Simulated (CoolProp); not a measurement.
Vapour-liquid equilibrium of R143a (1) + R134a (2) at -1.15 °C; x and y are mole fractions of (1).

Values from CoolProp's multi-fluid Helmholtz-energy mixture model, Lemmon and Jacobsen 2000 and Tillner-Roth 1994; pair parameters Lemmon 2004.

```
x      bubble pressure (MPa)  y at the bubble point  dew pressure at overall composition x (MPa)  liquid density (mol/L)
-----  ---------------------  ---------------------  -------------------------------------------  ----------------------
0.05                  0.2960                  0.094                                       0.2887                   12.71
0.125                 0.3190                  0.219                                       0.3014                   12.68
0.2                   0.3421                  0.329                                       0.3152                   12.65
0.275                 0.3654                  0.425                                       0.3304                   12.61
0.35                  0.3887                  0.511                                       0.3470                   12.58
0.425                 0.4122                  0.589                                       0.3652                   12.55
0.5                   0.4358                  0.658                                       0.3855                   12.51
0.575                 0.4596                  0.722                                       0.4079                   12.47
0.65                  0.4835                  0.780                                       0.4329                   12.44
0.725                 0.5076                  0.833                                       0.4609                   12.40
0.8                   0.5319                  0.883                                       0.4924                   12.35
0.875                 0.5564                  0.929                                       0.5279                   12.31
0.95                  0.5811                  0.972                                       0.5681                   12.27
```

No azeotrope shows between x = 0.05 and 0.95.

The pair parameters rest on a limited set of measurements; away from them the model extrapolates.
